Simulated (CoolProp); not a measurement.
R1336mzz(E) along the isobar 5700 kPa: fugacity coefficient from the reference equation and from simpler models built on Tc = 403.5 K, pc = 2779 kPa, ω = 0.413; each cubic takes its own stable root.

Values from CoolProp's reference Helmholtz-energy equation of state, Akasaka 2023.

```
T (K)          phase  reference  van der Waals  Soave-Redlich-Kwong  Peng-Robinson
-----  -------------  ---------  -------------  -------------------  -------------
308.1         liquid    0.05637         0.1862              0.05939        0.05665
315.4         liquid    0.06955         0.2031              0.07345        0.06991
322.7         liquid    0.08463         0.2205              0.08959        0.08514
330           liquid     0.1017         0.2384               0.1079         0.1024
337.2         liquid     0.1205         0.2565               0.1281              ?
344.5         liquid     0.1415         0.2753               0.1508         0.1428
351.8         liquid     0.1646         0.2944               0.1756         0.1662
359.1         liquid     0.1895         0.3138               0.2025         0.1916
366.3         liquid     0.2159         0.3332               0.2309              ?
373.6         liquid     0.2444              ?                    ?         0.2473
380.9         liquid     0.2743              ?               0.2935         0.2776
388.2         liquid     0.3057         0.3932               0.3269         0.3092
395.4         liquid     0.3376         0.4130               0.3607         0.3412
402.7         liquid     0.3709         0.4330               0.3955         0.3742
410    supercritical     0.4047         0.4530               0.4305         0.4074
```

Q: Fill in the missing entries.

A: 
- 337.2, Peng-Robinson: 0.1215
- 366.3, Peng-Robinson: 0.2184
- 373.6, van der Waals: 0.3531
- 373.6, Soave-Redlich-Kwong: 0.2615
- 380.9, van der Waals: 0.3731
